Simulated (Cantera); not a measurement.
## Ignition delay

Mixture: CH4 : O2 : N2 = 1 : 1.82 : 6.84 (molar parts), equivalence ratio 1.1, at 1.01 bar, adiabatic and at constant volume. Ignition delay is the time to a rise of 400 K.

Detailed kinetics in Cantera: GRI-Mech 3.0 (53 species, 325 reactions).

| T0 (K) | delay (ms) |
|---|---|
| 1098 | 214 |
| 1173 | 67.4 |
| 1248 | 23.2 |
| 1323 | 8.62 |
| 1398 | 3.46 |
| 1473 | 1.50 |

The apparent activation energy between 1323 and 1473 K comes out as 190 kJ/mol.
